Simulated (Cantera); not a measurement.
A closed system holds: 1 mol BCl3, 2.1 mol NH3, at 0.220 bar.

Cantera equilibrium calculation (NASA polynomials, part measured and part estimated; ideal gas, pure solids and liquids). Candidate condensed phases: B, BN, NH4Cl; 21 gas species. Gases not in the tables: BHCl2. Kinetics and transport are ignored.

Q: What share of the B ends up in condensed phases as a function of T (°C), at 1077, 1177, 1277, 1377, 1477, 1577, 1677, 1777, 1877?

A: 
| T (°C) | B condensed (%) | as |
|---|---|---|
| 1077 | 99.9 | BN(s) |
| 1177 | 99.7 | BN(s) |
| 1277 | 99.4 | BN(s) |
| 1377 | 98.9 | BN(s) |
| 1477 | 98.1 | BN(s) |
| 1577 | 96.8 | BN(s) |
| 1677 | 94.5 | BN(s) |
| 1777 | 89.8 | BN(s) |
| 1877 | 79.6 | BN(s) |
